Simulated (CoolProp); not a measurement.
A single-stage vapour-compression cycle with R21: evaporating at 239.15 K (dew point), condensing at 290.15 K (bubble point), superheat 10 K, subcooling 2 K, compressor efficiency 0.6, no pressure losses. Each further row changes one setting.

The numbers come from the reference Helmholtz-energy equation of state, Platzer 1990 in CoolProp. This equation is an older, rougher fit; its heat capacities, sound speeds and derivatives of the liquid may be far off and weren't checked against measurements.

| case | cooling COP | pressure ratio | discharge temperature (K) | refrigerating effect (kJ/kg) | volumetric capacity (kJ/m³) |
|---|---|---|---|---|---|
| as stated | 2.39 | 10.2 | 398.5 | 217 | 147 |
| evaporating temperature 244.15 K | 2.75 | 7.71 | 386.1 | 220 | 193 |
| condensing temperature 285.15 K | 2.69 | 8.46 | 386.0 | 222 | 150 |
| subcooling 7 K | 2.44 | 10.2 | 398.5 | 222 | 150 |
| superheat 20 K | 2.36 | 10.2 | 411.5 | 223 | 145 |
| compressor efficiency 0.5 | 1.99 | 10.2 | 424.5 | 217 | 147 |
